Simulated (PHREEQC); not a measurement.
Solution (25 °C): 0.0031 mol NaBr and 0.0004 mol (NH4)2SiF6 per kg of water. Closed to the air; pH follows from the charge balance.

Equilibrium calculation in PHREEQC: ion-association model, phreeqc.dat.

Each row changes one thing in this solution. Precipitation was switched off in this run.

```tsv
case	pH	ionic strength (mol/kgw)
as made	3.31	0.00449
NaBr from 0.0031 to 0.0155 mol/kgw	3.31	0.0169
diluted 5-fold with water	3.69	0.000991
(NH4)2SiF6 left out	7.00	0.00310
(NH4)2SiF6 from 0.0004 to 8e-05 mol/kgw	3.69	0.00347
diluted 10-fold with water	3.92	0.000514
temperature from 25 to 80 °C	3.54	0.00421
```

Some of these states are supersaturated (in Quartz (slow to form), Chalcedony (slow to form), for instance). Away from 25 °C the constants follow the database's enthalpies or fits; those with neither stay at their 25 °C values. SiF6-2 is the database's only silicon fluoride.
